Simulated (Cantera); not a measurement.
Input: 1 mol BaF2, 2 mol O2, 31 mol H2, equilibrated at 2000 K.

These are equilibrium values from Cantera (NASA tables, ideal gas, pure condensed phases), not measurements of a reactor. Candidate condensed phases: Ba, BaF2, BaO, Ba(OH)2, H2O; 27 gas species. Mutual solubility and eutectic melting of coexisting phases are not modelled. Kinetics and transport are ignored.

Question: At 100000 Pa, list the 5 most abundant gas species with their mole fractions, and the condensed phases.

Answer: H2 0.842, H2O 0.119, BaF2 0.0222, HF 0.0100, Ba(OH)2 0.00272. Condensed: BaF2(l) + BaO(s).
